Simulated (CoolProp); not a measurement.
Vapour-liquid equilibrium of n-hexane (1) + cyclohexane (2) at 417.7 K; x and y are mole fractions of (1).

The numbers come from the multi-fluid Helmholtz-energy mixture model, Thol 2019 and Zhou 2014; pair parameters Bell 2016 in CoolProp.

```
x     bubble pressure (kPa)  y at the bubble point  dew pressure at overall composition x (kPa)  liquid density (mol/L)
----  ---------------------  ---------------------  -------------------------------------------  ----------------------
0.05                  506.4                  0.068                                        503.4                   7.634
0.15                  527.8                  0.194                                        520.2                   7.453
0.25                  547.9                  0.309                                        537.6                   7.278
0.35                  567.0                  0.415                                        555.3                   7.109
0.45                  585.2                  0.515                                        573.3                   6.945
0.55                  602.7                  0.610                                        591.6                   6.786
0.65                  619.7                  0.701                                        610.2                   6.632
0.75                  636.3                  0.790                                        628.8                   6.482
0.85                  652.5                  0.875                                        647.6                   6.337
0.95                  668.4                  0.959                                        666.7                   6.195
```

No azeotrope shows between x = 0.05 and 0.95.

Pair parameters are fitted to limited data, so mixtures are less certain than the pure fluids.
